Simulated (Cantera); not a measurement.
## Stirred combustor or abatement burner

A perfectly stirred reactor is fed with 18.5 % CO, 0.831 % H2, 16.9 % O2, 63.7 % N2, equivalence ratio 0.57, at 1.01 bar; it is adiabatic with a 525 K inlet, and is followed from long to short residence time, starting on the burning branch (τ in s: 0.065, 0.035, 0.019, 0.01, 0.0056, 0.003, 0.0016, 0.00089, 0.00048, 0.00026, 0.00014, 7.7e-05, 4.2e-05).

Detailed kinetics in Cantera: GRI-Mech 3.0 (53 species, 325 reactions).

```tsv
τ (s)	T (K)	x CO	x H2	x O2	x OH	x NO	x H2O2
0.065	2012	0.00873	7.57e-5	0.0830	0.00141	0.000786	1.73e-8
0.035	1985	0.0120	0.000104	0.0842	0.00161	0.000527	2.33e-8
0.019	1949	0.0160	0.000141	0.0856	0.00180	0.000333	3.17e-8
0.010	1902	0.0211	0.000187	0.0874	0.00197	0.000197	4.47e-8
0.0056	1850	0.0266	0.000237	0.0891	0.00208	0.000124	6.22e-8
0.0030	1782	0.0335	0.000296	0.0913	0.00213	8.16e-5	9.15e-8
0.0016	1700	0.0420	0.000356	0.0942	0.00205	5.84e-5	1.40e-7
0.00089	1602	0.0528	0.000409	0.0985	0.00183	4.14e-5	2.20e-7
0.00048	1432	0.0764	0.000485	0.110	0.00124	1.71e-5	4.19e-7
0.00026	525	0.185	0.00831	0.169	<1e-12	<1e-12	<1e-12
0.00014	525	0.185	0.00831	0.169	<1e-12	<1e-12	<1e-12
7.7e-5	525	0.185	0.00831	0.169	<1e-12	<1e-12	<1e-12
4.2e-5	525	0.185	0.00831	0.169	<1e-12	<1e-12	<1e-12
```
x: mole fraction; the columns are a selection and need not sum to one.
